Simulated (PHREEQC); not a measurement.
Make-up at 15 °C: 0.028 mol HBF4, 0.0004 mol NaOH and 0.00043 mol LiCl per kg of water. Closed to the air; pH follows from the charge balance.

Model: ion-association model, phreeqc.dat, run in PHREEQC.

This is a speciation only: nothing precipitates in the calculation.

**Question.** Order these F species by the share of F that they hold, largest first: BF4-, BF3OH-, F-, BF2(OH)2-, HF.

**Answer.** BF4- (90 %), HF (6.8 %), BF3OH- (2.7 %), F- (0.28 %), BF2(OH)2- (0.22 %)

**Question.** Order these B species by the share of B that they hold, largest first: H3BO3, BF2(OH)2-, BF3OH-, BF4-.

**Answer.** BF4- (90 %), H3BO3 (6.0 %), BF3OH- (3.6 %), BF2(OH)2- (0.44 %)

The pH is 1.64 and the ionic strength 0.0271 mol/kgw. Complexes and solids missing from the database can't appear. Real BF4- forms and hydrolyses slowly; the run takes it at equilibrium.
